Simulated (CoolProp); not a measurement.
R245fa at several states: density (kg/m³) from the reference equation and from simpler models built on Tc = 427.0 K, pc = 36.51 bar, ω = 0.378; each cubic takes its own stable root.

Computed with CoolProp (reference Helmholtz-energy equation of state, Akasaka 2015).

```tsv
T (K)	p (bar)	phase	reference	Redlich-Kwong	Soave-Redlich-Kwong	Peng-Robinson
202.5	1.56	liquid	1573	1363	[?]	[?]
254.8	0.392	liquid	1450	[?]	[?]	1481
267.6	1.14	liquid	1418	[?]	1287	1453
```

What belongs in the gaps?


- 202.5, Soave-Redlich-Kwong: 1406
- 202.5, Peng-Robinson: 1579
- 254.8, Redlich-Kwong: 2.519
- 254.8, Soave-Redlich-Kwong: 1314
- 267.6, Redlich-Kwong: 7.154

At some of these states Redlich-Kwong gives the other phase, because its saturation line lies elsewhere.
